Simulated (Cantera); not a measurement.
Charge: 1 mol TEOS, 6.1 mol O₂, 72 mol N₂, 7.1 mol O₃, at 1425 °C.

These are equilibrium values from Cantera (NASA tables, ideal gas, pure condensed phases), not measurements of a reactor. Candidate condensed phases: C, C₆H₆, C₇H₈, C₈H₁₈, H₂O, Si, SiC, SiO₂, Si₂N₂O, Si₃N₄; 151 gas species. The feed counts by its element totals alone. The tables hold silica as quartz up to 1696 K and as liquid above; real silica turns to tridymite and cristobalite and melts near 1996 K. Kinetics and transport are ignored.

Question: At 3700 Pa, list the 4 most abundant gas species with their mole fractions, and the condensed phases.

Answer: N₂ 0.759, H₂O 0.105, CO₂ 0.0843, O₂ 0.0494. Condensed: SiO₂(condensed).
